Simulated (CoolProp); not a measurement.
Methanol along the isobar 413 bar: density (kg/m³) from the reference equation and from simpler models built on Tc = 513.4 K, pc = 82.16 bar, ω = 0.565; each cubic takes its own stable root.

Computed with CoolProp (reference Helmholtz-energy equation of state, de Reuck 1993).

| T (K) | phase | reference |
|---|---|---|
| 375.8 | liquid | 757.6 |
| 380.4 | liquid | 753.7 |
| 385 | liquid | 749.7 |
| 389.6 | liquid | 745.7 |
| 394.2 | liquid | 741.6 |
| 398.8 | liquid | 737.5 |
| 403.4 | liquid | 733.3 |
| 408 | liquid | 729.1 |
| 412.6 | liquid | 724.8 |
| 417.2 | liquid | 720.4 |
| 421.8 | liquid | 716.0 |
| 426.4 | liquid | 711.5 |

How far does each simpler model (van der Waals, Redlich-Kwong, Soave-Redlich-Kwong, Peng-Robinson) lie from the reference over these 12 states: mean and median of the absolute difference, and the worst?


- van der Waals: mean 48.2 %, median 48.2 %, worst -48.7 % at 375.8 K and 413 bar
- Redlich-Kwong: mean 28.8 %, median 28.8 %, worst -29.0 % at 426.4 K and 413 bar
- Soave-Redlich-Kwong: mean 25.4 %, median 25.3 %, worst -25.9 % at 426.4 K and 413 bar
- Peng-Robinson: mean 16.2 %, median 16.1 %, worst -16.8 % at 426.4 K and 413 bar
